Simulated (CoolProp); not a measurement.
The numbers come from the reference Helmholtz-energy equation of state, Wu 2011 in CoolProp.

For dimethyl ether, give the phase and the density (kg/m³), cp (kJ/(kg K)), cv (kJ/(kg K)), Joule-Thomson coefficient (K/MPa) at 458.3 K and 2.58 MPa; 458.3 K and 5.86 MPa.


- 458.3 K and 2.58 MPa: gas; density 35.3, cp 2.08, cv 1.78, Joule-Thomson coefficient 6.55
- 458.3 K and 5.86 MPa: supercritical; density 98.8, cp 2.60, cv 1.87, Joule-Thomson coefficient 7.22
